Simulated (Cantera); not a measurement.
**Adiabatic ignition**

An adiabatic, constant-pressure homogeneous reactor starts with 2.14 % C3H8, 20.5 % O2, 77.3 % N2, equivalence ratio 0.52, at 1000 K and 0.860 bar.

Model: GRI-Mech 3.0 (53 species, 325 reactions), integrated in Cantera. GRI-Mech 3.0 was tuned for natural gas; its chemistry of propane as a main component is partial and can be far from experiment.

```json
[
 {"t (s)": "2.00e-6", "T (K)": "1000", "x C3H8": "0.0214", "x O2": "0.205", "x CH2": "<1e-12", "x C2H2": "<1e-12", "x NO2": "<1e-12", "x HO2": "6.92e-11", "x C2H": "<1e-12"},
 {"t (s)": "7.48e-6", "T (K)": "1000", "x C3H8": "0.0214", "x O2": "0.205", "x CH2": "<1e-12", "x C2H2": "<1e-12", "x NO2": "<1e-12", "x HO2": "5.37e-10", "x C2H": "<1e-12"},
 {"t (s)": "2.80e-5", "T (K)": "1000", "x C3H8": "0.0214", "x O2": "0.205", "x CH2": "<1e-12", "x C2H2": "<1e-12", "x NO2": "<1e-12", "x HO2": "2.93e-9", "x C2H": "<1e-12"},
 {"t (s)": "0.000105", "T (K)": "1000", "x C3H8": "0.0214", "x O2": "0.205", "x CH2": "<1e-12", "x C2H2": "<1e-12", "x NO2": "<1e-12", "x HO2": "1.20e-8", "x C2H": "<1e-12"},
 {"t (s)": "0.000391", "T (K)": "1000", "x C3H8": "0.0214", "x O2": "0.205", "x CH2": "<1e-12", "x C2H2": "<1e-12", "x NO2": "<1e-12", "x HO2": "4.50e-8", "x C2H": "<1e-12"},
 {"t (s)": "0.00146", "T (K)": "1000", "x C3H8": "0.0214", "x O2": "0.205", "x CH2": "<1e-12", "x C2H2": "<1e-12", "x NO2": "<1e-12", "x HO2": "1.53e-7", "x C2H": "<1e-12"},
 {"t (s)": "0.00547", "T (K)": "1000", "x C3H8": "0.0214", "x O2": "0.205", "x CH2": "<1e-12", "x C2H2": "2.98e-12", "x NO2": "<1e-12", "x HO2": "3.27e-7", "x C2H": "<1e-12"},
 {"t (s)": "0.0205", "T (K)": "1000", "x C3H8": "0.0213", "x O2": "0.205", "x CH2": "<1e-12", "x C2H2": "2.25e-10", "x NO2": "<1e-12", "x HO2": "2.97e-7", "x C2H": "<1e-12"},
 {"t (s)": "0.0765", "T (K)": "1000", "x C3H8": "0.0212", "x O2": "0.205", "x CH2": "<1e-12", "x C2H2": "5.24e-9", "x NO2": "<1e-12", "x HO2": "3.85e-7", "x C2H": "<1e-12"},
 {"t (s)": "0.286", "T (K)": "1001", "x C3H8": "0.0206", "x O2": "0.205", "x CH2": "<1e-12", "x C2H2": "1.36e-7", "x NO2": "<1e-12", "x HO2": "9.33e-7", "x C2H": "<1e-12"},
 {"t (s)": "1.07", "T (K)": "2111", "x C3H8": "<1e-12", "x O2": "0.0945", "x CH2": "<1e-12", "x C2H2": "<1e-12", "x NO2": "2.66e-6", "x HO2": "2.08e-6", "x C2H": "<1e-12"},
 {"t (s)": "4.00", "T (K)": "2104", "x C3H8": "<1e-12", "x O2": "0.0928", "x CH2": "<1e-12", "x C2H2": "<1e-12", "x NO2": "5.84e-6", "x HO2": "2.00e-6", "x C2H": "<1e-12"}
]
```
x: mole fraction; the columns are a selection and need not sum to one.

```
Item                                                              Result
---------------------------------  -------------------------------------
time of steepest temperature rise                                0.594 s
temperature at 4.00 s                                             2104 K
equilibrium temperature                                           2104 K
x(C3H8) at 4.00 s                  <1e-12 (gas-phase equilibrium <1e-12)
x(O2) at 4.00 s                    0.0928 (gas-phase equilibrium 0.0928)
x(CH2) at 4.00 s                   <1e-12 (gas-phase equilibrium <1e-12)
```
